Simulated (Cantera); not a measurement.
A perfectly stirred reactor is fed with 2.42 % CO, 1.21 % H2, 3.39 % CH4, 19.6 % O2, 73.4 % N2, equivalence ratio 0.44, at 99000 Pa; it is adiabatic with a 798 K inlet, and is followed from long to short residence time, starting on the burning branch (τ in s: 0.16, 0.06, 0.023, 0.0089, 0.0034, 0.0013, 0.00051, 0.0002, 7.6e-05).

Computed with Cantera and GRI-Mech 3.0 (53 species, 325 reactions).

Predict: blow-out, bracketed by the residence times tried; x(CO) at τ = 0.160 s; x(H2) at τ = 0.160 s; x(CH4) at τ = 0.160 s; x(CH3) at τ = 0.160 s; x(CO) at τ = 3.40 ms; x(H2) at τ = 3.40 ms; x(CH4) at τ = 3.40 ms; x(CH3) at τ = 3.40 ms.


- blow-out, bracketed by the residence times tried: burning at 0.200 ms, out at 76.0 µs
- x(CO) at τ = 0.160 s: 0.000257
- x(H2) at τ = 0.160 s: 5.58e-5
- x(CH4) at τ = 0.160 s: 4.00e-6
- x(CH3) at τ = 0.160 s: 8.85e-7
- x(CO) at τ = 3.40 ms: 0.00307
- x(H2) at τ = 3.40 ms: 0.000589
- x(CH4) at τ = 3.40 ms: 4.56e-5
- x(CH3) at τ = 3.40 ms: 7.32e-6
